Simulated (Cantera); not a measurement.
Input: 1 mol SiHCl₃, 0.025 mol C₂H₄, 1200 mol H₂, equilibrated at 2200 Pa.

These are equilibrium values from Cantera (NASA tables, ideal gas, pure condensed phases), not measurements of a reactor. Candidate condensed phases: C, C₆H₆, C₇H₈, C₈H₁₈, Si, SiC; 109 gas species. Mutual solubility and eutectic melting of coexisting phases are not modelled. Gases not in the tables: Si₂H₆ and higher silanes. The numbers say what is thermodynamically allowed, not how fast it happens.

Task: Which condensed phases are stable at each of these points (T (K)): 1475, 1525, 1575, 1625, 1675, 1725, 1775, 1825, 1875, 1925, 1975, 2025, 2075?

Result: 
| T (K) | condensed phases | Si condensed (%) |
|---|---|---|
| 1475 | Si(s) + SiC(s) | 97.5 |
| 1525 | Si(s) + SiC(s) | 97.2 |
| 1575 | Si(s) + SiC(s) | 96.6 |
| 1625 | Si(s) + SiC(s) | 95.4 |
| 1675 | Si(s) + SiC(s) | 92.9 |
| 1725 | Si(l) + SiC(s) | 88.3 |
| 1775 | Si(l) + SiC(s) | 79.6 |
| 1825 | Si(l) + SiC(s) | 63.0 |
| 1875 | Si(l) + SiC(s) | 32.0 |
| 1925 | SiC(s) | 3.1 |
| 1975 | SiC(s) | 0.9 |
| 2025 | gas only | 0.0 |
| 2075 | gas only | 0.0 |

From 1475 K to 1675 K the condensed part is Si(s) + SiC(s). From 1725 K to 1875 K the condensed part is Si(l) + SiC(s). From 1925 K to 1975 K the condensed part is SiC(s). From 2025 K to 2075 K nothing is condensed.
